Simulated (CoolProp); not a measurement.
n-decane along the isotherm 620 K: Z from the reference equation and from simpler models built on Tc = 617.7 K, pc = 2.101 MPa, ω = 0.488; each cubic takes its own stable root.

Computed with CoolProp (reference Helmholtz-energy equation of state, Lemmon 2006). It is a short technical equation, of lower accuracy than the large ones.

| p (MPa) | phase | reference |
|---|---|---|
| 0.0166 | gas | 0.9972 |
| 0.0251 | gas | 0.9958 |
| 0.0378 | gas | 0.9937 |
| 0.057 | gas | 0.9904 |
| 0.086 | gas | 0.9855 |
| 0.13 | gas | 0.9780 |
| 0.196 | gas | 0.9665 |
| 0.295 | gas | 0.9490 |
| 0.446 | gas | 0.9213 |
| 0.672 | gas | 0.8774 |
| 1.01 | gas | 0.8050 |
| 1.53 | gas | 0.6678 |
| 2.31 | supercritical | 0.1956 |
| 3.48 | supercritical | 0.2425 |
| 5.25 | supercritical | 0.3365 |

Q: How far does each simpler model (van der Waals, Redlich-Kwong, Soave-Redlich-Kwong, Peng-Robinson) lie from the reference over these 15 states: mean and median of the absolute difference, and the worst?

A: 
- van der Waals: mean 12.0 %, median 0.9 %, worst +56.0 % at 620 K and 2.31 MPa
- Redlich-Kwong: mean 6.1 %, median 0.2 %, worst +34.9 % at 620 K and 2.31 MPa
- Soave-Redlich-Kwong: mean 6.4 %, median 0.3 %, worst +37.5 % at 620 K and 2.31 MPa
- Peng-Robinson: mean 3.6 %, median 0.2 %, worst +25.4 % at 620 K and 2.31 MPa
